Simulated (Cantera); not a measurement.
An adiabatic, constant-volume homogeneous reactor starts with CO : H2 : O2 : N2 = 1 : 0.071 : 1.78 : 6.78 (molar parts), at 1248 K and 6.80 bar. Integrator tolerance rtol = 1e-08.

Cantera simulation using GRI-Mech 3.0 (53 species, 325 reactions); the numbers are that mechanism's predictions, not measurements. The hydrogen kinetics of GRI-Mech 3.0 are dated; newer H2 mechanisms differ, most at raised pressure.

What does this change do: initial temperature 1248 to 1673 K?


```tsv
quantity	before	after
time of steepest temperature rise	87.6 µs	14.0 µs
temperature at 7.00 s	2272 K	2572 K
equilibrium temperature	2272 K	2572 K
x(CO) at 7.00 s	0.000859 (gas-phase equilibrium 0.000859)	0.00500 (gas-phase equilibrium 0.00500)
x(H2) at 7.00 s	1.05e-5 (gas-phase equilibrium 1.05e-5)	4.89e-5 (gas-phase equilibrium 4.89e-5)
x(O2) at 7.00 s	0.131 (gas-phase equilibrium 0.131)	0.127 (gas-phase equilibrium 0.127)
x(O) at 7.00 s	0.000447 (gas-phase equilibrium 0.000447)	0.00233 (gas-phase equilibrium 0.00233)
x(H) at 7.00 s	7.97e-6 (gas-phase equilibrium 7.97e-6)	7.66e-5 (gas-phase equilibrium 7.66e-5)
x(NO) at 7.00 s	0.0113 (gas-phase equilibrium 0.0113)	0.0196 (gas-phase equilibrium 0.0196)
x(CO2) at 7.00 s	0.109 (gas-phase equilibrium 0.109)	0.104 (gas-phase equilibrium 0.104)
```
